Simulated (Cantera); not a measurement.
Cantera run, input and output.

```python
import numpy as np
import cantera as ct

gas = ct.Solution("gri30.yaml")
gas.TPX = 1300, 110000, {'CO': 0.0075, 'O2': 0.018, 'H2O': 0.03, 'N2': 1}
reactor = ct.IdealGasConstPressureReactor(gas, energy="off", clone=False)
net = ct.ReactorNet([reactor])
net.rtol, net.atol = 1e-08, 1e-18
show = ['CO', 'O2', 'H2O', 'H2', 'OH']
times = np.geomspace(2e-06, 200, 10)

steps = ct.SolutionArray(gas, extra=["t"])
rows = []
print(f"{'t/s':>10s}{'T/K':>9s}{'P/Pa':>11s}" + "".join(f"{s:>11s}" for s in show))
for t in times:
    while net.time < t:
        t_next = net.step()
        steps.append(gas.state, t=t_next)
    rows.append([np.interp(t, steps.t, y) for y in (steps.T, steps.P, *steps(*show).X.T)])
    print(f"{t:10.3e}{rows[-1][0]:9.1f}{rows[-1][1]:11.4g}" + "".join(f"{x:11.3e}" for x in rows[-1][2:]))
rate = np.gradient(steps.T, steps.t)
print("integrator steps:", len(steps.t))
if steps.T.max() > steps.T[0] + 200:
    print(f"time of steepest temperature rise: {steps.t[rate.argmax()]:.4e} s")
gas.TPX = 1300, 110000, {'CO': 0.0075, 'O2': 0.018, 'H2O': 0.03, 'N2': 1}
gas.equilibrate("TP")
print(f"equilibrium (TP): T = {gas.T:.1f} K  " + "  ".join(f"{s} {gas[s].X[0]:.3e}" for s in show))
```

It prints:

```
       t/s      T/K       P/Pa         CO         O2        H2O         H2         OH
 2.000e-06   1300.0    1.1e+05  7.106e-03  1.705e-02  2.842e-02  8.004e-16  5.360e-12
 1.549e-05   1300.0    1.1e+05  7.106e-03  1.705e-02  2.842e-02  4.801e-13  8.645e-11
 1.199e-04   1300.0    1.1e+05  7.106e-03  1.705e-02  2.842e-02  2.963e-10  2.725e-09
 9.283e-04   1300.0    1.1e+05  7.083e-03  1.704e-02  2.841e-02  3.145e-06  9.337e-06
 7.188e-03   1300.0    1.1e+05  2.952e-04  1.367e-02  2.843e-02  3.444e-05  9.437e-05
 5.565e-02   1300.0    1.1e+05  3.616e-06  1.355e-02  2.852e-02  6.284e-07  1.439e-05
 4.309e-01   1300.0    1.1e+05  2.335e-08  1.355e-02  2.852e-02  3.497e-08  3.707e-06
 3.336e+00   1300.0    1.1e+05  9.004e-09  1.355e-02  2.852e-02  2.043e-08  2.769e-06
 2.583e+01   1300.0    1.1e+05  8.994e-09  1.355e-02  2.852e-02  2.041e-08  2.768e-06
 2.000e+02   1300.0    1.1e+05  8.994e-09  1.355e-02  2.852e-02  2.041e-08  2.768e-06
integrator steps: 1469
equilibrium (TP): T = 1300.0 K  CO 9.013e-09  O2 1.349e-02  H2O 2.852e-02  H2 2.045e-08  OH 2.765e-06
```

Detailed kinetics in Cantera: GRI-Mech 3.0 (53 species, 325 reactions).
